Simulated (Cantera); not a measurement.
**SiHCl3 + C2H4 + H2 (silicon carbide growth)**

Input: 1 mol SiHCl3, 0.041 mol C2H4, 15 mol H2, at 158 Torr.

Method: chemical equilibrium by Gibbs-energy minimisation in Cantera with the NASA 1993 tables (ideal gas, pure condensed phases). Candidate condensed phases: C, C6H6, C7H8, C8H18, Si, SiC; 109 gas species. Mutual solubility and eutectic melting of coexisting phases are not modelled. The tables' values for SiCl3, SiCl are old estimates; treat these amounts as uncertain. Gases not in the tables: Si2H6 and higher silanes. Kinetics and transport are ignored.

| T (K) | x H2 | x HCl | x H | x SiCl2 | x SiCl4 | x Si | x SiHCl3 | n Si(s) | n SiC(s) | n Si(l) |
|---|---|---|---|---|---|---|---|---|---|---|
| 1175 | 0.918 | 0.0412 | 2.56e-7 | 0.00421 | 0.0218 | 2.55e-12 | 0.0115 | 0.237 | 0.0819 | 0 |
| 1275 | 0.898 | 0.0634 | 1.52e-6 | 0.0116 | 0.0135 | 9.18e-11 | 0.00775 | 0.278 | 0.0819 | 0 |
| 1375 | 0.881 | 0.0819 | 7.02e-6 | 0.0220 | 0.00584 | 1.95e-9 | 0.00400 | 0.286 | 0.0819 | 0 |
| 1475 | 0.870 | 0.0915 | 2.64e-5 | 0.0303 | 0.00179 | 2.74e-8 | 0.00161 | 0.273 | 0.0819 | 0 |
| 1575 | 0.867 | 0.0945 | 8.44e-5 | 0.0349 | 0.000490 | 2.73e-7 | 0.000600 | 0.258 | 0.0820 | 0 |
| 1675 | 0.865 | 0.0947 | 0.000236 | 0.0374 | 0.000141 | 2.07e-6 | 0.000233 | 0.244 | 0.0820 | 0 |
| 1775 | 0.863 | 0.0991 | 0.000587 | 0.0365 | 4.70e-5 | 1.05e-5 | 9.64e-5 | 0 | 0.0819 | 0.274 |
| 1875 | 0.859 | 0.103 | 0.00133 | 0.0348 | 1.74e-5 | 4.31e-5 | 4.32e-5 | 0 | 0.0819 | 0.307 |
| 1975 | 0.856 | 0.107 | 0.00276 | 0.0331 | 7.04e-6 | 0.000154 | 2.08e-5 | 0 | 0.0818 | 0.334 |
| 2075 | 0.851 | 0.110 | 0.00536 | 0.0314 | 3.07e-6 | 0.000485 | 1.07e-5 | 0 | 0.0814 | 0.352 |
| 2175 | 0.844 | 0.112 | 0.00979 | 0.0296 | 1.43e-6 | 0.00137 | 5.76e-6 | 0 | 0.0800 | 0.353 |
| 2275 | 0.833 | 0.114 | 0.0169 | 0.0278 | 6.98e-7 | 0.00355 | 3.23e-6 | 0 | 0.0750 | 0.319 |
| 2375 | 0.816 | 0.113 | 0.0278 | 0.0257 | 3.51e-7 | 0.00844 | 1.85e-6 | 0 | 0.0596 | 0.215 |
| 2475 | 0.788 | 0.112 | 0.0436 | 0.0230 | 1.78e-7 | 0.0181 | 1.05e-6 | 0 | 0.0146 | 0 |
x: gas mole fraction; n: condensed amount in mol.

From 1175 K to 1675 K the condensed part is Si(s) + SiC(s). From 1775 K to 2375 K the condensed part is Si(l) + SiC(s). At 2475 K the condensed part is SiC(s). The main Si-bearing gas is SiCl4 at 1175 K and SiCl2 at 2475 K.
